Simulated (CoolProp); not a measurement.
n-dodecane along the isobar 1.24 MPa: density (kg/m³) from the reference equation and from simpler models built on Tc = 385.0 °C, pc = 1.818 MPa, ω = 0.574; each cubic takes its own stable root.

The numbers come from the reference Helmholtz-energy equation of state, Lemmon 2004 in CoolProp. It is a short technical equation, of lower accuracy than the large ones.

```json
[
 {"T (°C)": "274.25", "phase": "liquid", "reference": "539.1"},
 {"T (°C)": "280.85", "phase": "liquid", "reference": "531.6"},
 {"T (°C)": "287.45", "phase": "liquid", "reference": "523.8"},
 {"T (°C)": "294.05", "phase": "liquid", "reference": "515.6"},
 {"T (°C)": "300.65", "phase": "liquid", "reference": "507.2"},
 {"T (°C)": "307.25", "phase": "liquid", "reference": "498.3"},
 {"T (°C)": "313.85", "phase": "liquid", "reference": "488.9"},
 {"T (°C)": "320.45", "phase": "liquid", "reference": "479.0"},
 {"T (°C)": "327.05", "phase": "liquid", "reference": "468.4"},
 {"T (°C)": "333.65", "phase": "liquid", "reference": "457.0"},
 {"T (°C)": "340.25", "phase": "liquid", "reference": "444.4"},
 {"T (°C)": "346.85", "phase": "liquid", "reference": "430.4"}
]
```

How far does each simpler model (van der Waals, Redlich-Kwong, Soave-Redlich-Kwong) lie from the reference over these 12 states: mean and median of the absolute difference, and the worst?


- van der Waals: mean 59.9 %, median 47.2 %, worst -85.9 % at 346.85 °C and 1.24 MPa
- Redlich-Kwong: mean 32.4 %, median 27.5 %, worst -84.5 % at 346.85 °C and 1.24 MPa
- Soave-Redlich-Kwong: mean 20.0 %, median 19.6 %, worst -23.3 % at 346.85 °C and 1.24 MPa

At some of these states van der Waals, Redlich-Kwong gives the other phase, because its saturation line lies elsewhere.
